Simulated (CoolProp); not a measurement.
Tetradecamethylhexasiloxane (MD4M) along the isotherm 620 K: density (kg/m³) from the reference equation and from simpler models built on Tc = 653.2 K, pc = 828.6 kPa, ω = 0.800; each cubic takes its own stable root.

Values from CoolProp's reference Helmholtz-energy equation of state, Thol 2019.

| p (kPa) | phase | reference |
|---|---|---|
| 1.31 | gas | 0.1167 |
| 2.04 | gas | 0.1819 |
| 3.18 | gas | 0.2837 |
| 4.95 | gas | 0.4420 |
| 7.7 | gas | 0.6887 |
| 12 | gas | 1.076 |
| 18.7 | gas | 1.684 |
| 29.1 | gas | 2.637 |
| 45.3 | gas | 4.146 |
| 70.5 | gas | 6.558 |
| 110 | gas | 10.51 |
| 171 | gas | 17.08 |
| 266 | gas | 28.79 |
| 414 | gas | 53.11 |

Question: How far does each simpler model (ideal gas, van der Waals, Redlich-Kwong) lie from the reference over these 14 states: mean and median of the absolute difference, and the worst?

Answer: 
- ideal gas: mean 5.6 %, median 1.4 %, worst -30.6 % at 620 K and 414 kPa
- van der Waals: mean 2.1 %, median 0.5 %, worst -12.8 % at 620 K and 414 kPa
- Redlich-Kwong: mean 1.4 %, median 0.3 %, worst -9.0 % at 620 K and 414 kPa
